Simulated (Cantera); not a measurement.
A closed system holds: 1 mol HgO, 0.012 mol O2, 7.5 mol H2, at 650 °C and 100000 Pa.

Cantera equilibrium calculation (NASA polynomials, part measured and part estimated; ideal gas, pure solids and liquids). Candidate condensed phases: H2O, Hg, HgO; 10 gas species. Equilibrium is a limit: real reactors are often held back by kinetics, nucleation or transport.

Base state: H2 0.762, H2O 0.120, Hg 0.118 (mole fractions); condensed: gas only.

Problem. What changes in the equilibrium state with this change: HgO replaced by Fe(CO)5?

Solution. 
| species | before | after |
|---|---|---|
| H2 | 0.762 | 0.557 |
| CO | 0 | 0.157 |
| H2O | 0.120 | 0.135 |
| Hg | 0.118 | 0 |
| CO2 | 0 | 0.0781 |
| CH4 | 0 | 0.0722 |
| C(graphite), mol | 0 | 2.24 |
| FeO(s), mol | 0 | 1.00 |
The tables' stoichiometric FeO is somewhat more stable than real wüstite, so its field is too wide. FeO: taken at fixed stoichiometry. Further candidate phases: C, C6H6, C7H8, C8H18, Fe, Fe(CO)5, FeO, Fe(OH)2, Fe(OH)3, Fe2O3, Fe3O4.
